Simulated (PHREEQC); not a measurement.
Model water analysis in mg/kgw, 6.2 °C, pH 8.19, pe 9.4:

| constituent | mg/kgw |
|---|---|
| Na | 1340 |
| K | 274 |
| Ca | 2.71 |
| Mg | 253 |
| Cl | 2910 |
| S(6) as SO4 | 123 |
| Alkalinity as HCO3 | 43.8 |
| Li | 0.0638 |
| Zn | 103 |
| Cu(2) | 4.09 |
| N(5) as NO3 | 31.8 |
| O(0) (dissolved oxygen) | 8.32 |

Cl is adjusted to close the charge balance.
Valence states are taken as typed.

Equilibrium calculation in PHREEQC: ion-association model, wateq4f.dat.

```yaml
ionic_strength: 0.100 mol/kgw
```

```csv
species,molality,activity,log γ
Cl-,0.0855,0.0658,-0.114
Na+,0.0582,0.0459,-0.104
Mg+2,0.0102,0.00425,-0.380
K+,0.00700,0.00538,-0.114
Zn+2,0.00115,0.000472,-0.388
SO4-2,0.000935,0.000357,-0.418
NO3-,0.000513,0.000389,-0.120
O2,0.000260,0.000266,0.010
MgSO4,0.000207,0.000212,0.010
ZnOHCl,0.000155,0.000159,0.010
Zn(OH)2,0.000138,0.000142,0.010
NaSO4-,9.11e-5,7.22e-5,-0.101
HCO3-,7.31e-5,5.80e-5,-0.101
```

This is a speciation only: nothing precipitates in the calculation. The solution is supersaturated, for example in Atacamite, Malachite, so a real one may precipitate; this is no full list. Constants without temperature data keep their 25 °C values here. The database's constant for dissolved Cu(OH)2 is higher than later reviews accept.
